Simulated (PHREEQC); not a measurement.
Solution (20 °C): 1.5 mol/kgw NaCl, 0.029 mol/kgw Na2SO4 and 5.7 mol/kgw HCl. Closed to the air; pH follows from the charge balance.

All values are PHREEQC results (Pitzer model, pitzer.dat), not measurements.

Q: The ionic strength comes out as 7.24 mol/kgw. What activity coefficients do HSO4-, H+, SO4-2, Na+, Cl- get?

A: HSO4- 1.3, H+ 30, SO4-2 0.00085, Na+ 7.9, Cl- 0.63. Single-ion values are on the MacInnes scale.

This is a speciation only: nothing precipitates in the calculation. Saturation is exceeded, for instance for Halite; the values hold only as long as no solid forms. Species that the database lacks are ignored. In brines, pH and single-ion activities rest on the MacInnes convention.
